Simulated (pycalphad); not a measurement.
## Freezing of Ti-B alloys with rising B

Computed with pycalphad from the COST 507 light-alloy database (1999), at 1 atm. The data set is of 1999 and partly superseded. Amounts are mole fractions of atoms.

Scheil-Gulliver runs (no diffusion in the solid, steps of 4 K) beside full equilibrium.

```tsv
alloy	liquidus (K)	Scheil, half solid (K)	Scheil, 80 % solid (K)	Scheil, invariant end (K)	liquid left at that end	equilibrium solidus (K)
Ti-3.48B (at.%)	___	___	at the invariant end	1814	___	1814
Ti-9.28B (at.%)	1865	at the invariant end	at the invariant end	1814	0.94	1814
Ti-13.92B (at.%)	1930	at the invariant end	at the invariant end	1814	0.84	1814
```

Question: Fill in the missing entries.

Answer: 
- Ti-3.48B (at.%), liquidus (K): 1870
- Ti-3.48B (at.%), Scheil, half solid (K): 1815
- Ti-3.48B (at.%), liquid left at that end: 0.49
